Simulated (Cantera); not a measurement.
# Ignition delay

Mixture: CH4 : O2 : N2 = 1 : 1 : 3.4 (molar parts), at 1000000 Pa, adiabatic and at constant pressure. Ignition delay is the time to a rise of 400 K.

Detailed kinetics in Cantera: GRI-Mech 3.0 (53 species, 325 reactions).

| T0 (K) | delay (ms) |
|---|---|
| 1275 | 2.58 |
| 1350 | 1.11 |
| 1425 | 0.504 |
| 1500 | 0.237 |
| 1575 | 0.116 |
| 1650 | 0.0589 |
| 1725 | 0.0314 |
| 1800 | 0.0176 |

```
Item                                                    Result
--------------------------------------------------  ----------
apparent activation energy between 1650 and 1800 K  200 kJ/mol
```
